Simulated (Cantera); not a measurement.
An isothermal, constant-pressure homogeneous reactor starts with N2O : N2 = 1 : 0.54 (molar parts), at 1450 K and 9.00 Torr. Integrator tolerance rtol = 1e-08.

Computed with Cantera and GRI-Mech 3.0 (53 species, 325 reactions). GRI-Mech 3.0 was tuned for natural gas; its chemistry of N2O as a main component is partial and can be far from experiment. Radical loss at walls, strong at low pressure, is not modelled. The temperature is held fixed by assumption; the heat of reaction is taken as removed at once.

| quantity | before | after |
|---|---|---|
| x(N2O) at 7.00 s | 0.0386 (gas-phase equilibrium 6.74e-9) | 0.295 (gas-phase equilibrium 4.00e-9) |
| x(NO) at 7.00 s | 0.102 (gas-phase equilibrium 0.00101) | 0.0460 (gas-phase equilibrium 0.000575) |
| x(NO2) at 7.00 s | 2.03e-5 (gas-phase equilibrium 7.45e-7) | 7.40e-6 (gas-phase equilibrium 6.04e-7) |
| x(O) at 7.00 s | 4.19e-5 (gas-phase equilibrium 9.12e-6) | 1.43e-5 (gas-phase equilibrium 1.92e-6) |
| x(O2) at 7.00 s | 0.179 (gas-phase equilibrium 0.245) | 0.111 (gas-phase equilibrium 0.245) |

**Question.** What was changed between the two runs?
A) pressure from 9.00 Torr to 50.3 Torr
B) N2 0.54 to 4.2 parts
C) temperature 1450 to 1350 K
D) temperature 1450 to 1225 K

**Answer.** C, temperature 1450 to 1350 K
